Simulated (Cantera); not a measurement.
Input (Python, Cantera) and output of one run.

```python
import numpy as np
import cantera as ct

gas_names = """
    O2 ZrO2 VO2 B2O2 CO
""".split()
cond_names = """
    Zr(a) Zr(b) Zr(L) V(cr) V(L) B(b) B(L) Li(cr) Li(L) Li2O(s) Li2O(L) C(gr)
""".split()


# ... load() reads the species with a 1 bar reference pressure and builds the phases ...
species = {s.name: s for s in load("nasa_gas.yaml", gas_names) + load("nasa_condensed.yaml", cond_names)}
# Each term lists the table entries of one substance; the one whose range holds T is used.
reactions = {
    'Zr + O2(g) = ZrO2(g)':
        [(-1, ['Zr(a)', 'Zr(b)', 'Zr(L)']), (-1, ['O2']), (1, ['ZrO2'])],
    'V + O2(g) = VO2(g)':
        [(-1, ['V(cr)', 'V(L)']), (-1, ['O2']), (1, ['VO2'])],
    '2 B + O2(g) = B2O2(g)':
        [(-2, ['B(b)', 'B(L)']), (-1, ['O2']), (1, ['B2O2'])],
    '4 Li + O2(g) = 2 Li2O':
        [(-4, ['Li(cr)', 'Li(L)']), (-1, ['O2']), (2, ['Li2O(s)', 'Li2O(L)'])],
    '2 C + O2(g) = 2 CO(g)':
        [(-2, ['C(gr)']), (-1, ['O2']), (2, ['CO'])],
}


def pick(names, T):
    return next(species[n] for n in names if species[n].thermo.min_temp <= T <= species[n].thermo.max_temp)


results = []
for label, terms in reactions.items():
    print(label)
    print("     T/K   dH/kJ  dS/(J/K)   dG/kJ   log10 K")
    for T in [300, 750, 825, 900, 975, 1050, 1125, 1200, 1275, 1350, 1425, 1500]:
        used = [(nu, pick(names, T)) for nu, names in terms]
        dH = sum(nu * s.thermo.h(T) for nu, s in used) / 1e6
        dS = sum(nu * s.thermo.s(T) for nu, s in used) / 1e3
        dG = dH - T * dS / 1e3
        logK = -dG * 1e6 / (ct.gas_constant * T * np.log(10))
        results.append((label, T, dH, dS, dG, logK, [s.name for _, s in used]))
        print(f"{T:8g} {dH:8.1f} {dS:8.1f} {dG:8.1f} {logK:8.2f}")
```

It prints:

```
Zr + O2(g) = ZrO2(g)
     T/K   dH/kJ  dS/(J/K)   dG/kJ   log10 K
     300   -286.2     29.7   -295.1    51.38
     750   -289.1     23.6   -306.8    21.37
     825   -289.7     22.9   -308.6    19.54
     900   -290.3     22.2   -310.3    18.01
     975   -290.9     21.5   -311.9    16.71
    1050   -291.7     20.8   -313.5    15.60
    1125   -292.5     20.0   -315.0    14.63
    1200   -297.1     16.0   -316.3    13.77
    1275   -297.7     15.5   -317.5    13.01
    1350   -298.3     15.1   -318.6    12.33
    1425   -298.9     14.6   -319.7    11.72
    1500   -299.6     14.2   -320.8    11.17
V + O2(g) = VO2(g)
     T/K   dH/kJ  dS/(J/K)   dG/kJ   log10 K
     300   -232.7     31.1   -242.0    42.13
     750   -236.3     23.5   -253.9    17.68
     825   -236.9     22.8   -255.7    16.19
     900   -237.5     22.0   -257.3    14.94
     975   -238.2     21.3   -259.0    13.87
    1050   -238.9     20.6   -260.5    12.96
    1125   -239.6     20.0   -262.1    12.17
    1200   -240.4     19.3   -263.5    11.47
    1275   -241.3     18.6   -264.9    10.85
    1350   -242.2     17.9   -266.3    10.30
    1425   -243.2     17.2   -267.6     9.81
    1500   -244.2     16.5   -268.9     9.36
2 B + O2(g) = B2O2(g)
     T/K   dH/kJ  dS/(J/K)   dG/kJ   log10 K
     300   -456.0     25.8   -463.8    80.75
     750   -456.7     25.2   -475.6    33.13
     825   -457.2     24.6   -477.5    30.23
     900   -457.6     24.1   -479.3    27.82
     975   -458.1     23.6   -481.1    25.77
    1050   -458.7     23.0   -482.9    24.02
    1125   -459.2     22.5   -484.6    22.50
    1200   -459.8     22.0   -486.2    21.17
    1275   -460.4     21.5   -487.9    19.99
    1350   -461.1     21.0   -489.5    18.94
    1425   -461.7     20.6   -491.0    18.00
    1500   -462.4     20.1   -492.6    17.15
4 Li + O2(g) = 2 Li2O
     T/K   dH/kJ  dS/(J/K)   dG/kJ   log10 K
     300  -1197.4   -245.9  -1123.7   195.64
     750  -1212.6   -280.6  -1002.2    69.80
     825  -1211.8   -279.6   -981.2    62.12
     900  -1210.7   -278.3   -960.3    55.73
     975  -1209.3   -276.8   -939.4    50.33
    1050  -1206.9   -275.3   -917.9    45.66
    1125  -1204.9   -273.4   -897.3    41.66
    1200  -1202.6   -271.5   -876.9    38.17
    1275  -1200.2   -269.5   -856.6    35.09
    1350  -1197.5   -267.5   -836.5    32.36
    1425  -1194.8   -265.5   -816.5    29.93
    1500  -1191.9   -263.5   -796.7    27.74
2 C + O2(g) = 2 CO(g)
     T/K   dH/kJ  dS/(J/K)   dG/kJ   log10 K
     300   -221.0    178.8   -274.7    47.82
     750   -221.4    179.6   -356.1    24.80
     825   -222.1    178.7   -369.5    23.39
     900   -222.8    177.8   -382.9    22.22
     975   -223.7    176.9   -396.2    21.22
    1050   -224.6    176.0   -409.4    20.37
    1125   -225.5    175.2   -422.6    19.62
    1200   -226.4    174.4   -435.7    18.96
    1275   -227.4    173.6   -448.7    18.38
    1350   -228.4    172.8   -461.7    17.86
    1425   -229.4    172.1   -474.6    17.40
    1500   -230.4    171.4   -487.5    16.98
```

Cantera with NASA thermochemical tables; ideal gases at 1 bar, condensed phases pure. Condensed species are held in their standard states even where they would react or evaporate.
